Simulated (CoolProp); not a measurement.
Saturation properties of R1123.

Computed with CoolProp (reference Helmholtz-energy equation of state, Akasaka 2020).

```tsv
T (K)	p (bar)	liquid density (kg/m³)	liquid cp (kJ/(kg K))	vapour Z
252.9	5.701	1205	1.388	0.8787
257.7	6.706	1187	1.407	0.8643
262.5	7.837	1168	1.429	0.8489
267.4	9.133	1148	1.454	0.8319
272.2	10.55	1127	1.482	0.8142
277	12.13	1106	1.515	0.7951
281.8	13.87	1084	1.552	0.7747
286.6	15.79	1060	1.597	0.7528
291.5	17.95	1035	1.651	0.7288
296.3	20.27	1008	1.717	0.7034
```

It boils at 211.9 K under 1 atm.
